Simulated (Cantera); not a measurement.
Source: NASA polynomial tables (part measured, part estimated), evaluated in Cantera. Values are per mole of reaction as written; species without (g) are pure solids or liquids, kept so even where they would boil at 1 bar.

P₄O₁₀ + 4 NH₃(g) = 4 NO(g) + 2 O₃(g) + 4 PH₃(g)

| T (K) | ΔH° (kJ) | ΔS° (J/K) | ΔG° (kJ) | log10 K |
|---|---|---|---|---|
| 300 | … | … | … | … |
| 375 | … | … | … | … |
| 425 | 3860.6 | 1152.8 | 3370.7 | -414.26 |
| 475 | 3857.9 | 1146.9 | 3313.2 | -364.33 |
| 525 | … | … | … | … |
| 575 | 3850.8 | 1133.4 | 3199.1 | -290.61 |
| 625 | … | … | … | … |

Some entries are withheld; supply them.


- 300, ΔH° (kJ): 3864.1
- 300, ΔS° (J/K): 1162.3
- 300, ΔG° (kJ): 3515.4
- 300, log10 K: -612.08
- 375, ΔH° (kJ): 3862.6
- 375, ΔS° (J/K): 1157.7
- 375, ΔG° (kJ): 3428.4
- 375, log10 K: -477.54
- 525, ΔH° (kJ): 3854.7
- 525, ΔS° (J/K): 1140.4
- 525, ΔG° (kJ): 3256.0
- 525, log10 K: -323.94
- 625, ΔH° (kJ): 3846.4
- 625, ΔS° (J/K): 1126.1
- 625, ΔG° (kJ): 3142.6
- 625, log10 K: -262.64
